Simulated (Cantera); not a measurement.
Feed: 1 mol Fe2O3, 0.39 mol H2O, at 1400 K and 100000 Pa.

Equilibrium computed with Cantera from the NASA thermochemical tables; the gas is ideal and each condensed phase is pure. Candidate condensed phases: Fe, FeO, Fe(OH)2, Fe(OH)3, Fe2O3, Fe3O4, H2O; 12 gas species. Mutual solubility and eutectic melting of coexisting phases are not modelled. Rates play no part.

Base state: H2O 1.000, O2 0.000365, H2 2.36e-5, OH 1.99e-5 (mole fractions); condensed: Fe2O3(s) + Fe3O4(s).

**Question.** What changes in the equilibrium state with this change: temperature from 1400 K to 1450 K?

**Answer.** 
```
species          before    after
-------------  --------  -------
H2O               1.000    0.998
O2             0.000365  0.00146
OH              1.99e-5  4.55e-5
H2              2.36e-5  2.48e-5
Fe2O3(s), mol     0.999    0.997
Fe3O4(s), mol  0.000559  0.00228
```
